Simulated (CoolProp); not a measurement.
The numbers come from the reference Helmholtz-energy equation of state, Thol 2012 in CoolProp.

For benzene, give the phase and the speed of sound (m/s), Joule-Thomson coefficient (K/MPa), expansivity (1/kK), fugacity coefficient at 356.6 K and 10.4 MPa; 402.2 K and 10.4 MPa.


- 356.6 K and 10.4 MPa: liquid; speed of sound 1100, Joule-Thomson coefficient -0.352, expansivity 1.27, fugacity coefficient 0.0145
- 402.2 K and 10.4 MPa: liquid; speed of sound 929, Joule-Thomson coefficient -0.271, expansivity 1.42, fugacity coefficient 0.0447
